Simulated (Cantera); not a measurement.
A closed system holds: 1 mol PbO, 0.019 mol O2, 31 mol H2, held at 100000 Pa.

Equilibrium computed with Cantera from the NASA thermochemical tables; the gas is ideal and each condensed phase is pure. Candidate condensed phases: H2O, Pb, PbO, PbO2, Pb3O4; 12 gas species. Kinetics and transport are ignored. All values below are at 775 K.

Base state: H2 0.967, H2O 0.0335 (mole fractions); condensed: Pb(l).

Problem. What changes in the equilibrium state with this change: PbO replaced by Pb?

Solution. 
```csv
species,before,after
H2,0.967,0.999
H2O,0.0335,0.00123
"Pb(l), mol",1.000,1.000
```
